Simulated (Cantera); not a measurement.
A Cantera script and what it prints.

```python
import numpy as np
import cantera as ct

gas_names = """
    Fe FeO Fe(OH)2 H HO2 H2 H2O H2O2 H2S H2SO4 O OH O2 O3 S SH SO SO2 SO3 S2 S2O S8
""".split()
cond_names = """
    Fe(a) Fe(c) Fe(d) Fe(L) FeO(s) FeO(L) Fe(OH)2(s) Fe(OH)3(s) FeS(a) FeS(b) FeS(c) FeS(L) FeSO4(s)
    FeS2(s) Fe2O3(s) Fe2S3O12(s) Fe3O4(s) H2O(s) H2O(L) H2SO4(L) S(cr1) S(cr2) S(L)
""".split()


# ... load() reads the species with a 1 bar reference pressure and builds the phases ...
atoms = {
    'FeS2': {'Fe': 1, 'S': 2},
    'O2': {'O': 2},
    'H2O': {'H': 2, 'O': 1},
}
top_T = {'FeSO4(s)': 950, 'FeS2(s)': 1010, 'Fe2O3(s)': 1830, 'Fe2S3O12(s)': 1100, 'Fe3O4(s)': 1870}  # K; cautious upper limits of use, not melting points


# ... equilibrate(T, P, feed) seeds the gas with the atoms and calls Mixture.equilibrate('TP', solver="vcs", rtol=1e-11, max_steps=5000) ...
results = []
feed = {'FeS2': 1, 'O2': 0.21, 'H2O': 0.076}  # mol
T = 1875  # K
P = 10000  # Pa
mix = equilibrate(T, P, feed)
results.append((T, P, feed, dict(zip(mix.species_names, mix.species_moles))))
x = sorted(zip(gas.X, gas.species_names), reverse=True)
print(f"T = {T:g} K  P = {P:g} Pa  gas = {mix.phase_moles(0):.4g} mol")
print("   x: " + "  ".join(f"{s} {v:.3e}" for v, s in x if v > 1e-05))
print("   condensed (mol): " + ("  ".join(f"{mix.phase(i).name} {mix.phase_moles(i):.4g}"
      for i in range(1, mix.n_phases) if mix.phase_moles(i) > 1e-12) or "none"))
```

Result:

```
T = 1875 K  P = 10000 Pa  gas = 0.6939 mol
   x: S2 5.332e-01  SO2 2.924e-01  H2O 7.168e-02  SO 4.929e-02  H2 2.871e-02  S2O 8.883e-03  SH 6.577e-03  H2S 5.628e-03  S 3.068e-03  H 3.512e-04  Fe 1.058e-04  OH 6.837e-05  Fe(OH)2 1.097e-05
   condensed (mol): FeS(L) 0.9999
```

Cantera equilibrium calculation (NASA polynomials, part measured and part estimated; ideal gas, pure solids and liquids). FeS: taken at fixed stoichiometry.
